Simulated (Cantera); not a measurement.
A counterflow diffusion flame at 1.90 bar, nozzles 20 mm apart: fuel side CO : H₂ = 1 : 1.1 (molar parts) at 598 K, oxidiser side O₂ : N₂ = 0.18 : 0.82 (molar parts) at 750 K, fuel mass flux 0.77 times the oxidiser's; mixture-averaged transport, no radiation.

Computed with Cantera and GRI-Mech 3.0 (53 species, 325 reactions). The maximum strain rate includes the flame's own expansion and is several times the mean.

x: mole fraction; the columns are a selection and need not sum to one.

| oxidiser flux (kg/m²/s) | max strain (1/s) | mean strain (1/s) | T max (K) | peak x OH | peak x H | peak x NO | peak x CO |
|---|---|---|---|---|---|---|---|
| 1.1 | … | 140 | 2384 | 0.0126 | 0.00777 | 0.000289 | 0.512 |
| 1.7 | … | 216 | 2343 | 0.0131 | 0.00922 | 0.000202 | 0.512 |
| 2.5 | … | 318 | 2299 | 0.0134 | 0.0107 | 0.000145 | 0.511 |
| 3.6 | … | 458 | 2255 | 0.0136 | 0.0123 | 0.000108 | 0.511 |
| 5.3 | … | 674 | 2208 | 0.0138 | 0.0143 | 8.23e-5 | 0.511 |
| 7.8 | … | 991 | 2158 | 0.0139 | 0.0165 | 6.51e-5 | 0.511 |
| 11 | … | 1400 | 2107 | 0.0138 | 0.0185 | 5.32e-5 | 0.510 |

Problem. Some entries are withheld; supply them.

Solution. 
- 1.1, max strain (1/s): 459
- 1.7, max strain (1/s): 695
- 2.5, max strain (1/s): 1000
- 3.6, max strain (1/s): 1420
- 5.3, max strain (1/s): 2060
- 7.8, max strain (1/s): 2980
- 11, max strain (1/s): 4140
